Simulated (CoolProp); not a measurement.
Fluorine at 295 K and 0.751 MPa is throttled through a valve to 0.255 MPa with no heat exchange. Each further row changes one setting.

Model: reference Helmholtz-energy equation of state, de Reuck 1990, in CoolProp.

| case | temperature change (K) | final density (kg/m³) |
|---|---|---|
| as stated | (withheld) | (withheld) |
| outlet pressure 0.0765 MPa | (withheld) | (withheld) |
| outlet pressure 0.332 MPa | (withheld) | (withheld) |

Problem. Some entries are withheld; supply them.

Solution. 
- as stated, temperature change (K): -1.0
- as stated, final density (kg/m³): 3.97
- outlet pressure 0.0765 MPa, temperature change (K): -1.3
- outlet pressure 0.0765 MPa, final density (kg/m³): 1.19
- outlet pressure 0.332 MPa, temperature change (K): -0.8
- outlet pressure 0.332 MPa, final density (kg/m³): 5.16
